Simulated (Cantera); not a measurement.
An isothermal, constant-pressure homogeneous reactor starts with CH₄ : H₂O = 1 : 4 (molar parts), at 2048 K and 5.23 atm.

Detailed kinetics in Cantera: GRI-Mech 3.0 (53 species, 325 reactions).

x: mole fraction; the columns are a selection and need not sum to one.

```json
[
 {"t (s)": "0.000100", "x CH₄": "0.0433", "x H₂O": "0.663", "x C₂H": "2.31e-6", "x CH₂CO": "___", "x HO₂": "3.99e-10", "x C₂H₆": "8.82e-5"},
 {"t (s)": "0.000264", "x CH₄": "0.0239", "x H₂O": "0.613", "x C₂H": "2.13e-6", "x CH₂CO": "___", "x HO₂": "3.04e-10", "x C₂H₆": "2.44e-5"},
 {"t (s)": "0.000696", "x CH₄": "0.0162", "x H₂O": "0.548", "x C₂H": "1.39e-6", "x CH₂CO": "___", "x HO₂": "1.96e-10", "x C₂H₆": "9.42e-6"},
 {"t (s)": "0.00184", "x CH₄": "0.0108", "x H₂O": "0.476", "x C₂H": "5.83e-7", "x CH₂CO": "___", "x HO₂": "1.16e-10", "x C₂H₆": "3.48e-6"},
 {"t (s)": "0.00484", "x CH₄": "0.00443", "x H₂O": "0.423", "x C₂H": "1.02e-7", "x CH₂CO": "___", "x HO₂": "7.81e-11", "x C₂H₆": "5.07e-7"},
 {"t (s)": "0.0128", "x CH₄": "0.000308", "x H₂O": "0.406", "x C₂H": "1.05e-9", "x CH₂CO": "___", "x HO₂": "6.83e-11", "x C₂H₆": "2.42e-9"},
 {"t (s)": "0.0337", "x CH₄": "6.53e-8", "x H₂O": "0.406", "x C₂H": "<1e-12", "x CH₂CO": "7.96e-12", "x HO₂": "6.94e-11", "x C₂H₆": "<1e-12"},
 {"t (s)": "0.0890", "x CH₄": "2.41e-8", "x H₂O": "0.406", "x C₂H": "<1e-12", "x CH₂CO": "3.01e-12", "x HO₂": "6.94e-11", "x C₂H₆": "<1e-12"},
 {"t (s)": "0.235", "x CH₄": "2.41e-8", "x H₂O": "0.406", "x C₂H": "<1e-12", "x CH₂CO": "3.01e-12", "x HO₂": "6.94e-11", "x C₂H₆": "<1e-12"},
 {"t (s)": "0.619", "x CH₄": "2.41e-8", "x H₂O": "0.406", "x C₂H": "<1e-12", "x CH₂CO": "3.01e-12", "x HO₂": "6.94e-11", "x C₂H₆": "<1e-12"},
 {"t (s)": "1.63", "x CH₄": "2.41e-8", "x H₂O": "0.406", "x C₂H": "<1e-12", "x CH₂CO": "3.01e-12", "x HO₂": "6.94e-11", "x C₂H₆": "<1e-12"},
 {"t (s)": "4.31", "x CH₄": "2.41e-8", "x H₂O": "0.406", "x C₂H": "<1e-12", "x CH₂CO": "3.01e-12", "x HO₂": "6.94e-11", "x C₂H₆": "<1e-12"},
 {"t (s)": "11.4", "x CH₄": "2.41e-8", "x H₂O": "0.406", "x C₂H": "<1e-12", "x CH₂CO": "3.01e-12", "x HO₂": "6.94e-11", "x C₂H₆": "<1e-12"},
 {"t (s)": "30.0", "x CH₄": "2.41e-8", "x H₂O": "0.406", "x C₂H": "<1e-12", "x CH₂CO": "3.01e-12", "x HO₂": "6.94e-11", "x C₂H₆": "<1e-12"}
]
```

Task: Some entries are withheld; supply them.

Result: 
- 0.000100, x CH₂CO: 0.000164
- 0.000264, x CH₂CO: 0.000140
- 0.000696, x CH₂CO: 8.47e-5
- 0.00184, x CH₂CO: 3.29e-5
- 0.00484, x CH₂CO: 5.65e-6
- 0.0128, x CH₂CO: 8.78e-8
